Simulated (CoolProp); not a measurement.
Sulfur hexafluoride along the isotherm 228.6 K: density (kg/m³) from the reference equation and from simpler models built on Tc = 318.7 K, pc = 3755 kPa, ω = 0.210; each cubic takes its own stable root.

Values from CoolProp's reference Helmholtz-energy equation of state, Guder 2009.

| p (kPa) | phase | reference | Soave-Redlich-Kwong | Peng-Robinson |
|---|---|---|---|---|
| 17.8 | gas | 1.374 | 1.374 | 1.374 |
| 26.9 | gas | 2.082 | 2.081 | 2.082 |
| 40.5 | gas | 3.146 | 3.144 | 3.146 |
| 61.2 | gas | 4.780 | 4.776 | 4.780 |
| 92.3 | gas | 7.272 | 7.261 | 7.271 |
| 139 | gas | 11.10 | [?] | 11.09 |
| 210 | gas | [?] | 17.06 | 17.11 |
| 317 | liquid | [?] | 1737 | [?] |
| 478 | liquid | [?] | 1739 | 1970 |
| 721 | liquid | 1822 | 1741 | 1972 |
| 1090 | liquid | 1825 | [?] | 1976 |
| 1640 | liquid | 1828 | 1750 | [?] |
| 2470 | liquid | 1832 | [?] | 1988 |

Complete the blanks.


- 139, Soave-Redlich-Kwong: 11.07
- 210, reference: 17.14
- 317, reference: 1820
- 317, Peng-Robinson: 1968
- 478, reference: 1821
- 1090, Soave-Redlich-Kwong: 1745
- 1640, Peng-Robinson: 1981
- 2470, Soave-Redlich-Kwong: 1758
